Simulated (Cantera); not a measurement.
**Reactions in the system C-H-O-Ta**

Cantera with NASA thermochemical tables; ideal gases at 1 bar, condensed phases pure. Values are per mole of reaction as written; species without (g) are pure solids or liquids, kept so even where they would boil at 1 bar. TaC: taken at fixed stoichiometry.

4 H2O(g) + 2 TaC = 2 TaO2(g) + C2H2(g) + 6 H(g)

| T (K) | ΔH° (kJ) | ΔS° (J/K) | ΔG° (kJ) | log10 K |
|---|---|---|---|---|
| 300 | 2390.1 | 610.0 | 2207.1 | -384.28 |
| 900 | 2418.7 | 663.1 | 1821.9 | -105.74 |
| 1000 | 2422.6 | 667.2 | 1755.4 | -91.69 |
| 1100 | 2426.0 | 670.5 | 1688.5 | -80.18 |
| 1200 | 2429.0 | 673.1 | 1621.3 | -70.57 |
| 1300 | 2431.6 | 675.1 | 1553.9 | -62.43 |
| 1400 | 2433.7 | 676.7 | 1486.3 | -55.45 |
| 1500 | 2435.3 | 677.9 | 1418.6 | -49.40 |
| 1600 | 2436.6 | 678.7 | 1350.7 | -44.10 |
| 1700 | 2437.5 | 679.2 | 1282.8 | -39.42 |
| 1800 | 2438.1 | 679.5 | 1214.9 | -35.25 |
